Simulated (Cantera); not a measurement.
A freely propagating, adiabatic, planar premixed flame of H2 : O2 : N2 = 1 : 0.238 : 0.895 (molar parts), equivalence ratio 2.1, unburnt at 550 K and 1350 Torr; mixture-averaged transport, grid criteria slope 0.08 and curve 0.16, no radiation.

Model: the H2/O2 subset of GRI-Mech 3.0, which has no nitrogen chemistry, integrated in Cantera. Burning velocities carry a grid error of a few per cent, more on coarse grids.

**Question.** What does this change do: inlet temperature 550 to 300 K?

**Answer.** 
```
quantity                    before     after
------------------------  --------  --------
laminar burning velocity  797 cm/s  298 cm/s
thermal thickness         0.205 mm  0.155 mm
peak x(O)                  0.00322   0.00208
peak x(H)                   0.0765    0.0557
peak x(HO2)               0.000448  0.000659
```

**Question.** What does this change do: O2 0.238 to 0.31 parts?

**Answer.** 
```json
[
 {"quantity": "laminar burning velocity", "before": "797 cm/s", "after": "986 cm/s"},
 {"quantity": "thermal thickness", "before": "0.205 mm", "after": "0.195 mm"},
 {"quantity": "peak x(O)", "before": "0.00322", "after": "0.00732"},
 {"quantity": "peak x(H)", "before": "0.0765", "after": "0.0962"},
 {"quantity": "peak x(HO2)", "before": "0.000448", "after": "0.000544"}
]
```

**Question.** What does this change do: N2 0.895 to 0.68 parts?

**Answer.** 
```csv
quantity,before,after
laminar burning velocity,797 cm/s,959 cm/s
thermal thickness,0.205 mm,0.199 mm
peak x(O),0.00322,0.00412
peak x(H),0.0765,0.0934
peak x(HO2),0.000448,0.000499
```
